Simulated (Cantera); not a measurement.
Charge: 1 mol AlI₃, 0.6 mol N₂O, 130 mol H₂, held at 2175 K and 18.0 mbar.

Cantera equilibrium calculation (NASA polynomials, part measured and part estimated; ideal gas, pure solids and liquids). Candidate condensed phases: Al, AlI₃, AlN, Al₂O₃, H₂O, I₂; 41 gas species. The tables' values for AlOH are old estimates; treat these amounts as uncertain. Rates play no part.

Base state: H₂ 0.934, H 0.0352, I 0.0189, N₂ 0.00440, AlI 0.00211, Al 0.00199, H₂O 0.00117, HI 0.000975 (mole fractions); condensed: Al₂O₃(s).

Task: What changes in the equilibrium state with this change: AlI₃ replaced by Al?

Result: 
| species | before | after |
|---|---|---|
| H₂ | 0.934 | 0.954 |
| H | 0.0352 | 0.0355 |
| N₂ | 0.00440 | 0.00449 |
| I | 0.0189 | 0 |
| AlI | 0.00211 | 0 |
| Al | 0.00199 | 0.00313 |
| HI | 0.000975 | 0 |
| Al₂O | 0.000741 | 0.00136 |
| AlH | 5.07e-5 | 8.07e-5 |
| H₂O | 0.00117 | 0.000881 |
| Al₂O₃(s), mol | 0.106 | 0.0924 |
